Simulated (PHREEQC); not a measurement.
Solution (20 °C): 5 mmol/kgw HCl, 3.9 mmol/kgw CaCl2 and 2.4 mmol/kgw KCl. Closed to the air; pH follows from the charge balance.

Equilibrium calculation in PHREEQC: ion-association model, phreeqc.dat.

| quantity | before | after |
|---|---|---|
| pH | 2.35 | 2.71 |
| SI of Sylvite (KCl) | -5.43 | -5.20 |

Question: What was changed between the two runs?
A. KCl replaced by K2HPO4 at the same molality
B. HCl from 0.005 to 0.025 mol/kgw
C. temperature from 20 to 90 °C
D. HCl from 0.005 to 0.0005 mol/kgw
E. diluted 5-fold with water

Answer: A, KCl replaced by K2HPO4 at the same molality

This is a speciation only: nothing precipitates in the calculation.
